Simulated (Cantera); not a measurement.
What does this Cantera script print?

```python
import numpy as np
import cantera as ct

gas_names = """
    H H2 N NH NH2 NH3 N2 N2H2 N2H4 Si SiH SiH2 SiH3 SiH4 SiN Si2 Si2N Si3
""".split()
cond_names = """
    Si(cr) Si(L) Si3N4(a)
""".split()


# ... load() reads the species with a 1 bar reference pressure and builds the phases ...
atoms = {
    'trisilylamine': {'Si': 3, 'N': 1, 'H': 9},
    'NH3': {'N': 1, 'H': 3},
}
top_T = {'Si3N4(a)': 2400}  # K; cautious upper limits of use, not melting points


# ... equilibrate(T, P, feed) seeds the gas with the atoms and calls Mixture.equilibrate('TP', solver="vcs", rtol=1e-11, max_steps=5000) ...
results = []
feed = {'trisilylamine': 1, 'NH3': 18}  # mol
P = 14  # Pa
for T in [1673, 1723, 1773, 1823, 1873, 1923, 1973, 2023, 2073]:
    mix = equilibrate(T, P, feed)
    results.append((T, P, feed, dict(zip(mix.species_names, mix.species_moles))))

top = {s: max(r[3][s] / sum(r[3][g] for g in gas_names) for r in results) for s in gas_names}
cols = sorted((s for s in top if top[s] > 1e-06), key=lambda s: -top[s])[:6]
seen = [c for c in cond_names if any(r[3].get(c, 0) > 1e-12 for r in results)]
print("log10 of partial pressures in bar; condensed amounts in mol")
print(f"{'T/K':>10s}" + "".join(f"{s[:9]:>10s}" for s in cols + seen))
for T, P, feed, n in results:
    ng = sum(n[g] for g in gas_names)
    print(f"{T:10.4g}" + "".join(f"{np.log10(max(n[s] / ng * P / 1e5, 1e-99)):10.3f}" for s in cols)
          + "".join(f"{n.get(c, 0):10.4g}" for c in seen))
```

Result:

```
log10 of partial pressures in bar; condensed amounts in mol
       T/K        H2        N2         H        Si       SiH       Si2    Si(cr)     Si(L)
      1673    -3.974    -4.492    -5.931    -6.379    -8.138    -8.794     2.871         0
      1723    -3.978    -4.495    -5.728    -6.007    -7.839    -8.332         0     2.695
      1773    -3.986    -4.500    -5.539    -5.672    -7.573    -7.926         0     2.334
      1823    -3.999    -4.510    -5.363    -5.355    -7.325    -7.544         0     1.588
      1873    -4.022    -4.529    -5.201    -5.055    -7.096    -7.182         0   0.06715
      1923    -4.034    -4.534    -5.043    -5.044    -7.148    -7.386         0         0
      1973    -4.049    -4.540    -4.894    -5.047    -7.212    -7.606         0         0
      2023    -4.070    -4.548    -4.756    -5.053    -7.280    -7.822         0         0
      2073    -4.097    -4.558    -4.628    -5.062    -7.351    -8.034         0         0
```

Equilibrium computed with Cantera from the NASA thermochemical tables; the gas is ideal and each condensed phase is pure. The feed counts by its element totals alone. The tables' values for SiN are old estimates; treat these amounts as uncertain. Gases not in the tables: Si2H6 and higher silanes.
